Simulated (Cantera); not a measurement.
Charge: 1 mol V, 0.8 mol O₂, 62 mol N₂, equilibrated at 0.000190 bar.

These are equilibrium values from Cantera (NASA tables, ideal gas, pure condensed phases), not measurements of a reactor. Candidate condensed phases: V, VN, VO, V₂O₃, V₂O₄, V₂O₅; 13 gas species. VO: taken at fixed stoichiometry. Condensed phases not in the tables: the oxides between V₂O₃ and V₂O₅ other than VO₂. Kinetics and transport are ignored.

x: gas mole fraction; n: condensed amount in mol.

| T (K) | x N₂ | x VO₂ | x VO | x O | n V₂O₃(s) | n VO(s) |
|---|---|---|---|---|---|---|
| 1625 | 0.997 | 0.00259 | 1.48e-7 | 1.55e-5 | 0.420 | 0 |
| 1725 | 0.997 | 0.00320 | 1.07e-5 | 3.67e-6 | 0.400 | 0 |
| 1825 | 0.996 | 0.00372 | 0.000495 | 9.60e-7 | 0.369 | 0 |
| 1925 | 0.987 | 0.00963 | ___ | ___ | 0 | ___ |
| 2025 | 0.984 | 0.00983 | 0.00573 | 1.19e-5 | 0 | 0 |
| 2125 | 0.984 | 0.00980 | 0.00571 | 6.57e-5 | 0 | 0 |
| 2225 | 0.984 | 0.00960 | 0.00584 | ___ | 0 | 0 |
| 2325 | 0.983 | 0.00892 | 0.00634 | 0.00107 | 0 | 0 |

Complete the blanks.


- 2225, x O: 0.000300
- 1925, x VO: 0.00305
- 1925, x O: 3.29e-6
- 1925, n VO(s): 0.198
